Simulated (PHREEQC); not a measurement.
Solution (34 °C): 2 mmol/kgw CuCl2, 4.9 mmol/kgw HBF4 and 0.12 mmol/kgw NaCl. Closed to the air; pH follows from the charge balance.

Computed with PHREEQC (ion-association model, phreeqc.dat).

Each row changes one thing in this solution. No solid was allowed to form.

| case | pH | ionic strength (mol/kgw) | HF (mol/kgw) | BF4- (mol/kgw) | H3BO3 (mol/kgw) | F- (mol/kgw) | SI of Halite (NaCl) |
|---|---|---|---|---|---|---|---|
| as made | 2.40 | 0.0105 | 0.00477 | 0.00323 | 0.00126 | 0.000748 | -7.98 |
| NaCl from 0.00012 to 6e-05 mol/kgw | 2.40 | 0.0104 | 0.00477 | 0.00323 | 0.00126 | 0.000748 | -8.29 |
| CuCl2 from 0.002 to 0.0002 mol/kgw | ? | 0.00509 | 0.00482 | 0.00323 | 0.00126 | 0.000723 | ? |
| diluted 10-fold with water | ? | 0.00143 | 0.00107 | 1.39e-5 | 0.000460 | 0.000792 | -9.92 |
| diluted 5-fold with water | 2.92 | 0.00247 | 0.00199 | 0.000179 | 0.000723 | 0.000994 | -9.33 |
| CuCl2 from 0.002 to 0.003 mol/kgw | 2.40 | 0.0134 | 0.00474 | 0.00323 | 0.00126 | 0.000758 | -7.82 |
| diluted 100-fold with water | 3.82 | ? | 4.10e-5 | 1.65e-11 | 4.90e-5 | 0.000155 | -11.90 |
| temperature from 34 to 75 °C | 2.50 | 0.00936 | 0.00874 | 0.00219 | 0.00221 | 0.000770 | -8.02 |
| CuCl2 from 0.002 to 0.01 mol/kgw | 2.40 | 0.0337 | 0.00464 | 0.00322 | 0.00125 | 0.000802 | -7.35 |

Task: What belongs in the gaps?

Result: 
- CuCl2 from 0.002 to 0.0002 mol/kgw, pH: 2.39
- CuCl2 from 0.002 to 0.0002 mol/kgw, SI of Halite (NaCl): -8.85
- diluted 10-fold with water, pH: 3.10
- diluted 100-fold with water, ionic strength (mol/kgw): 0.000216

Complexes and solids missing from the database can't appear. Constants without temperature data keep their 25 °C values here. Real BF4- forms and hydrolyses slowly; the run takes it at equilibrium.
